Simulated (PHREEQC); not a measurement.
Alkaline etch or developer

Consider water at 65 °C with 0.024 mol/kgw NaOH. Closed to the air; pH follows from the charge balance.

Equilibrium calculation in PHREEQC: ion-association model, phreeqc.dat.

```yaml
pH: 11.21
ionic_strength: 0.0240 mol/kgw
specific_conductance: 10900 µS/cm
total_alkalinity: 24.0 meq/kg
```

```csv
species,molality,activity,log γ
OH-,0.0240,0.0203,-0.072
Na+,0.0240,0.0205,-0.069
```

Precipitation was switched off in this run. Away from 25 °C the constants follow the database's enthalpies or fits; those with neither stay at their 25 °C values.
